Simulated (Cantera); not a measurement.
Input (Python, Cantera) and output of one run.

```python
import numpy as np
import cantera as ct

gas_names = [...]  # 95 gases of nasa_gas.yaml made of C, F, H
cond_names = """
    C(gr) C6H6(L) C7H8(L) C8H18(L),n-octa
""".split()


# ... load() reads the species with a 1 bar reference pressure and builds the phases ...
atoms = {
    'CF4': {'C': 1, 'F': 4},
    'CH4': {'C': 1, 'H': 4},
}
top_T = {'C(gr)': 4500}  # K; cautious upper limits of use, not melting points


# ... equilibrate(T, P, feed) seeds the gas with the atoms and calls Mixture.equilibrate('TP', solver="vcs", rtol=1e-11, max_steps=5000) ...
results = []
feed = {'CF4': 1, 'CH4': 0.012}  # mol
T = 3275  # K
for P in [1, 10, 100, 1000, 10000, 100000]:
    mix = equilibrate(T, P, feed)
    results.append((T, P, feed, dict(zip(mix.species_names, mix.species_moles))))

top = {s: max(r[3][s] / sum(r[3][g] for g in gas_names) for r in results) for s in gas_names}
cols = sorted((s for s in top if top[s] > 1e-06), key=lambda s: -top[s])[:5]
seen = [c for c in cond_names if any(r[3].get(c, 0) > 1e-12 for r in results)]
print("log10 of partial pressures in bar; condensed amounts in mol")
print(f"{'P/Pa':>10s}" + "".join(f"{s[:9]:>10s}" for s in cols + seen))
for T, P, feed, n in results:
    ng = sum(n[g] for g in gas_names)
    print(f"{P:10.4g}" + "".join(f"{np.log10(max(n[s] / ng * P / 1e5, 1e-99)):10.3f}" for s in cols)
          + "".join(f"{n.get(c, 0):10.4g}" for c in seen))
```

It prints:

```
log10 of partial pressures in bar; condensed amounts in mol
      P/Pa         F       CF2         C        CF        C3
         1    -5.102   -12.410    -5.702    -8.260    -9.685
        10    -4.099    -9.441    -4.739    -6.294    -6.795
       100    -3.081    -6.689    -4.024    -4.560    -4.649
      1000    -2.076    -4.270    -3.614    -3.146    -3.420
     1e+04    -1.115    -2.107    -3.372    -1.943    -2.694
     1e+05    -0.183    -0.570    -3.700    -1.340    -3.679
```

Cantera equilibrium calculation (NASA polynomials, part measured and part estimated; ideal gas, pure solids and liquids). Gases not in the tables: C2F6 and larger saturated fluorocarbons.
